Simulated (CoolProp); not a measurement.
Model: reference Helmholtz-energy equation of state, Wagner 2002, in CoolProp.

### Question
For water, give the phase and the cp (kJ/(kg K)), cv (kJ/(kg K)), speed of sound (m/s), Joule-Thomson coefficient (K/MPa) at 840.4 K and 49.7 MPa; 342.5 K and 0.0224 MPa; 694.9 K and 2.7 MPa.

### Answer
- 840.4 K and 49.7 MPa: supercritical; cp 4.65, cv 2.35, speed of sound 632, Joule-Thomson coefficient 2.49
- 342.5 K and 0.0224 MPa: gas; cp 1.95, cv 1.47, speed of sound 456, Joule-Thomson coefficient 103
- 694.9 K and 2.7 MPa: gas; cp 2.24, cv 1.69, speed of sound 631, Joule-Thomson coefficient 6.76
